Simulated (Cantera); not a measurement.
Charge: 1 mol ZrN, 2.7 mol N2, equilibrated at 13.3 mbar.

These are equilibrium values from Cantera (NASA tables, ideal gas, pure condensed phases), not measurements of a reactor. Candidate condensed phases: Zr, ZrN; 9 gas species. Ions and electrons are included (thermal ionisation). ZrN: taken at fixed stoichiometry. Rates play no part.

log p: log10 of the partial pressure in bar; n: condensed amount in mol.

| T (°C) | log p N2 | log p Zr | log p N | log p e- | log p N+ | log p N2+ | log p ZrN | n ZrN(s) |
|---|---|---|---|---|---|---|---|---|
| 1727 | -1.88 | -12.43 | -9.98 | <-13 | <-13 | <-13 | <-13 | 1.00 |
| 2227 | -1.88 | -7.44 | -7.47 | <-13 | <-13 | <-13 | -13.29 | 1.000 |
| 2727 | -1.88 | -4.13 | -5.79 | -12.59 | <-13 | [?] | -9.70 | 0.985 |
| 3227 | -1.99 | -2.50 | -4.65 | -10.68 | -11.88 | [?] | -7.94 | 0 |
| 3727 | -2.00 | -2.50 | -3.75 | -9.15 | -9.75 | [?] | -7.81 | 0 |
| 4227 | -2.03 | -2.51 | -3.06 | -7.89 | -8.15 | [?] | -7.75 | 0 |
| 4727 | -2.12 | -2.55 | -2.54 | -6.84 | -6.94 | [?] | -7.77 | 0 |

### Question
What belongs in the gaps?

### Answer

- 2727, log p N2+: -12.60
- 3227, log p N2+: -10.71
- 3727, log p N2+: -9.28
- 4227, log p N2+: -8.24
- 4727, log p N2+: -7.50
